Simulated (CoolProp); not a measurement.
Vapour-liquid equilibrium of benzene (1) + n-octane (2) at 0.107 MPa; x and y are mole fractions of (1).

Model: multi-fluid Helmholtz-energy mixture model, Thol 2012 and Beckmüller 2019; pair parameters Bell 2016, in CoolProp.

### Question
Give the bubble temperature and the first vapour's composition at x = 0.35, 0.65, 0.95. Is there an azeotrope?

### Answer
x = 0.35: 374.7 K, y = 0.685; x = 0.65: 363.4 K, y = 0.870; x = 0.95: 356.1 K, y = 0.982. No azeotrope shows between x = 0.05 and 0.95.

The pair parameters rest on a limited set of measurements; away from them the model extrapolates.
